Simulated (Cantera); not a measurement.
Input (Python, Cantera):

```python
import numpy as np
import cantera as ct

gas = ct.Solution("gri30.yaml")
gas.TPX = 325, 100000, {'CO': 1, 'H2': 0.17, 'O2': 0.418, 'N2': 1.57}
flame = ct.FreeFlame(gas, width=0.04)
flame.set_refine_criteria(ratio=3, slope=0.08, curve=0.16)
flame.transport_model = "mixture-averaged"
flame.solve(loglevel=0, auto=True)
z, T = flame.grid, flame.T
thick = (T[-1] - T[0]) / np.gradient(T, z).max()
show = ['CO', 'H2', 'O2', 'O', 'H', 'NO2']
print(f"laminar burning velocity  {flame.velocity[0] * 100:.3f} cm/s")
print(f"burnt temperature         {T[-1]:.1f} K")
print(f"thermal thickness         {thick * 1e3:.4f} mm")
print(f"grid points               {len(z)}")
z0 = z[flame.heat_release_rate.argmax()]
print(f"{'z/mm':>9s}{'T/K':>9s}{'u/(m/s)':>9s}" + "".join(f"{s:>11s}" for s in show))
rows = []
for k in (-3, -2, -1.5, -1, -0.5, -0.25, 0, 0.25, 0.5, 1, 2, 4, 8):
    zz = z0 + k * thick
    rows.append([k * thick, np.interp(zz, z, T), np.interp(zz, z, flame.velocity),
                 *(np.interp(zz, z, flame.X[gas.species_index(s)]) for s in show)])
    print(f"{rows[-1][0] * 1e3:9.3f}{rows[-1][1]:9.1f}{rows[-1][2]:9.3f}" + "".join(f"{x:11.3e}" for x in rows[-1][3:]))
```

It prints:

```
laminar burning velocity  97.435 cm/s
burnt temperature         2386.4 K
thermal thickness         0.5247 mm
grid points               116
     z/mm      T/K  u/(m/s)         CO         H2         O2          O          H        NO2
   -1.574    325.0    0.974  3.167e-01  5.383e-02  1.324e-01  1.205e-14  2.164e-19  2.322e-17
   -1.049    325.0    0.974  3.167e-01  5.380e-02  1.324e-01  1.753e-12  3.159e-17  2.890e-15
   -0.787    325.0    0.974  3.167e-01  5.371e-02  1.324e-01  2.706e-11  5.146e-16  4.903e-14
   -0.525    325.1    0.974  3.169e-01  5.321e-02  1.324e-01  8.920e-10  4.218e-14  2.309e-12
   -0.262    333.4    0.995  3.180e-01  4.924e-02  1.328e-01  1.100e-07  1.551e-09  7.931e-10
   -0.131    517.1    1.529  3.136e-01  4.001e-02  1.281e-01  3.101e-05  1.936e-04  5.674e-09
    0.000   1005.3    2.921  2.839e-01  2.417e-02  1.039e-01  2.094e-03  5.852e-03  7.402e-10
    0.131   1357.1    3.865  2.364e-01  1.035e-02  6.640e-02  9.538e-03  1.522e-02  1.686e-09
    0.262   1562.1    4.361  1.959e-01  6.746e-03  4.162e-02  1.327e-02  1.995e-02  2.768e-09
    0.525   1758.4    4.807  1.638e-01  7.312e-03  2.644e-02  1.196e-02  1.936e-02  3.972e-09
    1.049   1923.3    5.196  1.545e-01  7.310e-03  2.081e-02  8.597e-03  1.327e-02  5.752e-09
    2.099   2069.1    5.535  1.474e-01  6.609e-03  1.613e-02  5.459e-03  8.049e-03  8.042e-09
    4.198   2189.7    5.805  1.389e-01  5.871e-03  1.126e-02  3.172e-03  4.830e-03  1.164e-08
```

Computed with Cantera and GRI-Mech 3.0 (53 species, 325 reactions). Burning velocities carry a grid error of a few per cent, more on coarse grids.
